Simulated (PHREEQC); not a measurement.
0.13 g of hydrous ferric oxide (600 m²/g; 0.2 weak and 0.005 strong sites per Fe, Dzombak-Morel constants, diffuse double layer) in 1 kg of water with 0.1 mol/kgw of an inert sodium salt and 0.022 mmol/kgw CuSO4 and 0.00034 mmol/kgw NaH2PO4, at 25 °C; the pH is set by adding NaOH or the inert anion's acid. O2 is buffered at 0.21 atm. The system is closed to CO2. Nothing may precipitate in this run.

The numbers come from PHREEQC with the ion-association model, wateq4f.dat.

```tsv
pH	S sorbed (%)	Cu sorbed (%)	P sorbed (%)	surface charge σ (C/m²)	surface potential ψ (mV)
3	95.3	0.0	100.0	0.312	145
3.75	94.5	0.4	100.0	0.292	142
4.5	89.9	8.3	100.0	0.238	131
5.25	72.5	46.6	100.0	0.168	114
6	36.6	91.6	100.0	0.110	93
6.75	7.7	99.3	100.0	0.064	67
7.5	0.7	99.8	99.7	0.028	36
8.25	0.0	99.7	95.5	0.000	0
9	0.0	99.6	55.5	-0.028	-35
```

Complexes and solids missing from the database can't appear. H3PO4, which wateq4f.dat lacks, is added to it with the constant of phreeqc.dat. The database has no phosphate complexes of Cu. The database's constant for dissolved Cu(OH)2 is higher than later reviews accept. The oxide is taken as insoluble; below pH 4 it would dissolve.
